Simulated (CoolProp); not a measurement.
C3F8 (R218) along the isotherm 305.8 K: fugacity coefficient from the reference equation and from simpler models built on Tc = 345.0 K, pc = 26.40 bar, ω = 0.317; each cubic takes its own stable root.

Computed with CoolProp (reference Helmholtz-energy equation of state, Lemmon 2006). It is a short technical equation, of lower accuracy than the large ones.

```json
[
 {"p (bar)": "8.8", "phase": "gas", "reference": "0.8321", "van der Waals": "0.8683", "Redlich-Kwong": "0.8425", "Soave-Redlich-Kwong": "0.8326", "Peng-Robinson": "0.8209"},
 {"p (bar)": "17.6", "phase": "liquid", "reference": "0.4994", "van der Waals": "0.6981", "Redlich-Kwong": "0.5819", "Soave-Redlich-Kwong": "0.5090", "Peng-Robinson": "0.4937"},
 {"p (bar)": "26.4", "phase": "liquid", "reference": "0.3500", "van der Waals": "0.5038", "Redlich-Kwong": "0.4113", "Soave-Redlich-Kwong": "0.3586", "Peng-Robinson": "0.3456"},
 {"p (bar)": "35.2", "phase": "liquid", "reference": "0.2758", "van der Waals": "0.4077", "Redlich-Kwong": "0.3264", "Soave-Redlich-Kwong": "0.2838", "Peng-Robinson": "0.2719"},
 {"p (bar)": "44", "phase": "liquid", "reference": "0.2318", "van der Waals": "0.3512", "Redlich-Kwong": "0.2759", "Soave-Redlich-Kwong": "0.2394", "Peng-Robinson": "0.2279"},
 {"p (bar)": "52.8", "phase": "liquid", "reference": "0.2027", "van der Waals": "0.3145", "Redlich-Kwong": "0.2427", "Soave-Redlich-Kwong": "0.2101", "Peng-Robinson": "0.1989"},
 {"p (bar)": "61.6", "phase": "liquid", "reference": "0.1823", "van der Waals": "0.2893", "Redlich-Kwong": "0.2194", "Soave-Redlich-Kwong": "0.1896", "Peng-Robinson": "0.1784"},
 {"p (bar)": "70.4", "phase": "liquid", "reference": "0.1673", "van der Waals": "0.2713", "Redlich-Kwong": "0.2022", "Soave-Redlich-Kwong": "0.1745", "Peng-Robinson": "0.1633"},
 {"p (bar)": "79.2", "phase": "liquid", "reference": "0.1560", "van der Waals": "0.2582", "Redlich-Kwong": "0.1892", "Soave-Redlich-Kwong": "0.1631", "Peng-Robinson": "0.1517"},
 {"p (bar)": "88", "phase": "liquid", "reference": "0.1471", "van der Waals": "0.2486", "Redlich-Kwong": "0.1792", "Soave-Redlich-Kwong": "0.1542", "Peng-Robinson": "0.1427"},
 {"p (bar)": "96.8", "phase": "liquid", "reference": "0.1402", "van der Waals": "0.2416", "Redlich-Kwong": "0.1713", "Soave-Redlich-Kwong": "0.1472", "Peng-Robinson": "0.1355"},
 {"p (bar)": "106", "phase": "liquid", "reference": "0.1344", "van der Waals": "0.2364", "Redlich-Kwong": "0.1647", "Soave-Redlich-Kwong": "0.1414", "Peng-Robinson": "0.1295"},
 {"p (bar)": "114", "phase": "liquid", "reference": "0.1303", "van der Waals": "0.2333", "Redlich-Kwong": "0.1601", "Soave-Redlich-Kwong": "0.1373", "Peng-Robinson": "0.1252"},
 {"p (bar)": "123", "phase": "liquid", "reference": "0.1266", "van der Waals": "0.2311", "Redlich-Kwong": "0.1560", "Soave-Redlich-Kwong": "0.1336", "Peng-Robinson": "0.1211"},
 {"p (bar)": "132", "phase": "liquid", "reference": "0.1236", "van der Waals": "0.2299", "Redlich-Kwong": "0.1527", "Soave-Redlich-Kwong": "0.1307", "Peng-Robinson": "0.1179"}
]
```
